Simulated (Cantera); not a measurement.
Mixture: 15.5 % CO, 12.6 % H2, 15.1 % O2, 56.8 % N2, equivalence ratio 0.93, at 1.00 bar, adiabatic and at constant volume. Ignition delay is the time to a rise of 400 K.

Cantera simulation using GRI-Mech 3.0 (53 species, 325 reactions); the numbers are that mechanism's predictions, not measurements. Where the delays flatten at high temperature, the 400 K rule measures the pace of heat release, not the induction time.

### Question
Predict: delay at 1275 K; delay at 1475 K; delay at 1675 K; delay at 1875 K; delay at 2075 K.

### Answer
```json
{
  "delay at 1275 K": "41.1 µs",
  "delay at 1475 K": "24.5 µs",
  "delay at 1675 K": "20.9 µs",
  "delay at 1875 K": "22.9 µs",
  "delay at 2075 K": "28.9 µs"
}
```
